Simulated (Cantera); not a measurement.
Standard-state values (1 bar) from the NASA 1993 polynomials, evaluated with Cantera. Values are per mole of reaction as written; species without (g) are pure solids or liquids, kept so even where they would boil at 1 bar.

Q: Between 300 and 1850 K, where is each reaction favourable under standard conditions?
- CS₂(g) + 2 Na₂CO₃ ⇌ S₂(g) + 3 CO₂(g) + 4 Na(g)

A: 
- CS₂(g) + 2 Na₂CO₃ ⇌ S₂(g) + 3 CO₂(g) + 4 Na(g): ΔG° is 1231 kJ at 300 K and -55 kJ at 1850 K; it changes sign between 1700 and 1775 K. ΔH° is 1269 kJ and ΔS° 716 J/K at 1850 K.
